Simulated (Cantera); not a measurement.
# Thermodynamics of halide evaporation, hydrolysis and transport, feed FeCl3 + H2 + H2O

A closed system holds: 1 mol FeCl3, 12 mol H2, 0.19 mol H2O, at 9.50 mbar.

Equilibrium computed with Cantera from the NASA thermochemical tables; the gas is ideal and each condensed phase is pure. Candidate condensed phases: Fe, FeCl2, FeCl3, FeO, Fe(OH)2, Fe(OH)3, Fe2O3, Fe3O4, H2O; 22 gas species. Equilibrium is a limit: real reactors are often held back by kinetics, nucleation or transport.

```json
[
 {"T (K)": "900", "x H2": "0.773", "x HCl": "0.208", "x FeCl2": "0.00562", "x H2O": "0.0139", "x Fe2Cl4": "2.32e-5", "x H": "1.05e-9", "x Cl": "2.77e-10", "x Fe": "<1e-12", "n Fe(α)": "0.922", "n Fe(γ)": "0"},
 {"T (K)": "975", "x H2": "0.775", "x HCl": "0.203", "x FeCl2": "0.00820", "x H2O": "0.0139", "x Fe2Cl4": "1.13e-5", "x H": "1.03e-8", "x Cl": "2.54e-9", "x Fe": "<1e-12", "n Fe(α)": "0.887", "n Fe(γ)": "0"},
 {"T (K)": "1050", "x H2": "0.778", "x HCl": "0.197", "x FeCl2": "0.0110", "x H2O": "0.0139", "x Fe2Cl4": "5.80e-6", "x H": "7.34e-8", "x Cl": "1.70e-8", "x Fe": "1.61e-11", "n Fe(α)": "0.849", "n Fe(γ)": "0"},
 {"T (K)": "1125", "x H2": "0.781", "x HCl": "0.191", "x FeCl2": "0.0138", "x H2O": "0.0139", "x Fe2Cl4": "3.08e-6", "x H": "4.03e-7", "x Cl": "8.77e-8", "x Fe": "3.54e-10", "n Fe(α)": "0.811", "n Fe(γ)": "0"},
 {"T (K)": "1200", "x H2": "0.784", "x HCl": "0.186", "x FeCl2": "0.0166", "x H2O": "0.0139", "x Fe2Cl4": "1.72e-6", "x H": "1.79e-6", "x Cl": "3.69e-7", "x Fe": "5.22e-9", "n Fe(α)": "0", "n Fe(γ)": "0.773"},
 {"T (K)": "1275", "x H2": "0.786", "x HCl": "0.181", "x FeCl2": "0.0192", "x H2O": "0.0139", "x Fe2Cl4": "1.00e-6", "x H": "6.71e-6", "x Cl": "1.31e-6", "x Fe": "5.56e-8", "n Fe(α)": "0", "n Fe(γ)": "0.737"},
 {"T (K)": "1350", "x H2": "0.789", "x HCl": "0.176", "x FeCl2": "0.0217", "x H2O": "0.0139", "x Fe2Cl4": "6.13e-7", "x H": "2.17e-5", "x Cl": "4.03e-6", "x Fe": "4.53e-7", "n Fe(α)": "0", "n Fe(γ)": "0.703"}
]
```
x: gas mole fraction; n: condensed amount in mol.

From 900 K to 1125 K the condensed part is Fe(α). From 1200 K to 1350 K the condensed part is Fe(γ). The main Fe-bearing gas is FeCl2 throughout. The share of Fe in condensed phases is highest at 900 K (92.2 %) and lowest at 1350 K (70.3 %).
